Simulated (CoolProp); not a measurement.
Saturation properties of normal hydrogen (Tc = -240.0 °C, pc = 1.296 MPa, ω = -0.219).

The numbers come from the reference Helmholtz-energy equation of state, Leachman 2009 in CoolProp.

| T (°C) | p (MPa) | liquid density (kg/m³) | enthalpy of vaporisation (kJ/kg) | liquid cp (kJ/(kg K)) | vapour viscosity (µPa s) |
|---|---|---|---|---|---|
| -250.55 | 0.1853 | 68.12 | 434.6 | 11.19 | 1.12 |
| -249.55 | 0.2355 | 66.77 | 425.5 | 11.97 | 1.18 |
| -248.55 | 0.2947 | 65.31 | 414.3 | 12.88 | 1.25 |
| -247.55 | 0.3635 | 63.74 | 400.8 | 13.98 | 1.32 |
| -246.55 | 0.4430 | 62.04 | 384.7 | 15.34 | 1.39 |
| -245.55 | 0.5338 | 60.15 | 365.5 | 17.11 | 1.47 |
| -244.55 | 0.6371 | 58.04 | 342.3 | 19.54 | 1.56 |
| -243.55 | 0.7537 | 55.62 | 314.1 | 23.21 | 1.67 |
| -242.55 | 0.8848 | 52.74 | 278.5 | 29.58 | 1.80 |
| -241.55 | 1.032 | 49.01 | 230.8 | 44.12 | 1.98 |
| -240.55 | 1.197 | 43.10 | 153.2 | 116.7 | 2.30 |

It boils at -252.8 °C under 1 atm.

Viscosity comes from a separate model (Muzny 2013).
